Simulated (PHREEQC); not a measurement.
Consider water at 56 °C with 0.026 mol NaHCO3, 0.27 mol NaF and 0.057 mol KCl per kg of water. Closed to the air; pH follows from the charge balance.

Equilibrium calculation in PHREEQC: ion-association model, phreeqc.dat.

Each row changes one thing in this solution. This is a speciation only: nothing precipitates in the calculation.

```
case                                   pH  ionic strength (mol/kgw)  Na+ (mol/kgw)  HCO3- (mol/kgw)  NaHCO3 (mol/kgw)  CO2 (mol/kgw)  SI of Halite (NaCl)  SI of Sylvite (KCl)
-----------------------------------  ----  ------------------------  -------------  ---------------  ----------------  -------------  -------------------  -------------------
as made                              7.51                     0.334          0.277           0.0228           0.00140       0.000894                -3.72                -3.89
diluted 100-fold with water          7.82                   0.00353            [?]         0.000251           3.11e-7        6.95e-6                -7.43                -7.59
NaF from 0.27 to 0.243 mol/kgw       7.53                     0.310          0.252           0.0229           0.00131       0.000875                -3.76                -3.88
NaHCO3 from 0.026 to 0.0052 mol/kgw  7.54                     0.315          0.258          0.00458          0.000266       0.000168                -3.75                -3.88
0.022 mol/kgw Na2SO4 added           7.49                     0.383            [?]           0.0226           0.00153       0.000921                -3.68                  [?]
NaF from 0.27 to 0.135 mol/kgw       7.62                     0.211          0.154           0.0236          0.000887       0.000768                -3.94                -3.84
NaF left out                         7.88                       [?]         0.0256           0.0249          0.000186       0.000487                  [?]                -3.76
```

Problem. What belongs in the gaps?

Solution. 
- diluted 100-fold with water, Na+ (mol/kgw): 0.00296
- 0.022 mol/kgw Na2SO4 added, Na+ (mol/kgw): 0.313
- 0.022 mol/kgw Na2SO4 added, SI of Sylvite (KCl): -3.92
- NaF left out, ionic strength (mol/kgw): 0.0829
- NaF left out, SI of Halite (NaCl): -4.65

Complexes and solids missing from the database can't appear. Constants without temperature data keep their 25 °C values here.
